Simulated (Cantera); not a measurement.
Input: 1 mol Al(CH3)3, 25 mol N2O, 53 mol N2, held at 13.3 mbar.

These are equilibrium values from Cantera (NASA tables, ideal gas, pure condensed phases), not measurements of a reactor. Candidate condensed phases: Al, AlN, Al2O3, C, C6H6, C7H8, C8H18, H2O; 148 gas species. The feed counts by its element totals alone. Kinetics and transport are ignored.

Q: At 900 °C, list the 5 most abundant gas species with their mole fractions, and the condensed phases.

A: N2 0.848, O2 0.0706, H2O 0.0489, CO2 0.0326, NO 9.52e-5. Condensed: Al2O3(s).
